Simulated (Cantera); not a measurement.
What does this Cantera script print?

```python
import numpy as np
import cantera as ct

gas = ct.Solution("gri30.yaml", transport_model="mixture-averaged")
show = ['N2', 'H', 'CO2']

rows = []
print(f"{'T/K':>7s}{'rho':>11s}{'cp':>10s}{'mu':>11s}{'lambda':>11s}{'Pr':>7s}" + "".join(f"{'D_' + s:>11s}" for s in show))
for T in [400, 600, 800, 1000, 1200, 1400, 1600]:
    gas.TPX = T, 13332, {'O2': 0.75}
    Pr = gas.cp_mass * gas.viscosity / gas.thermal_conductivity
    D = [gas.mix_diff_coeffs_mole[gas.species_index(s)] for s in show]
    rows.append([gas.density, gas.cp_mass, gas.viscosity, gas.thermal_conductivity, Pr, *D])
    print(f"{T:7g}{gas.density:11.4e}{gas.cp_mass:10.1f}{gas.viscosity:11.4e}"
          f"{gas.thermal_conductivity:11.4e}{Pr:7.3f}" + "".join(f"{d:11.4e}" for d in D))
print("SI units: kg/m3, J/kg/K, Pa s, W/m/K, m2/s")
```

It prints:

```
    T/K        rho        cp         mu     lambda     Pr       D_N2        D_H      D_CO2
    400 1.2827e-01     941.4 2.5629e-05 3.3852e-02  0.713 2.6247e-04 1.6147e-03 2.0062e-04
    600 8.5513e-02    1002.6 3.4077e-05 4.8204e-02  0.709 5.2518e-04 3.2588e-03 4.1083e-04
    800 6.4135e-02    1054.7 4.1353e-05 6.1440e-02  0.710 8.5263e-04 5.3111e-03 6.7426e-04
   1000 5.1308e-02    1090.2 4.7912e-05 7.3608e-02  0.710 1.2383e-03 7.7290e-03 9.8500e-04
   1200 4.2757e-02    1114.2 5.3973e-05 8.4942e-02  0.708 1.6776e-03 1.0484e-02 1.3391e-03
   1400 3.6648e-02    1134.2 5.9661e-05 9.5657e-02  0.707 2.1674e-03 1.3554e-02 1.7338e-03
   1600 3.2067e-02    1151.4 6.5055e-05 1.0592e-01  0.707 2.7051e-03 1.6924e-02 2.1668e-03
SI units: kg/m3, J/kg/K, Pa s, W/m/K, m2/s
```

Computed with Cantera and GRI-Mech 3.0 (53 species, 325 reactions).
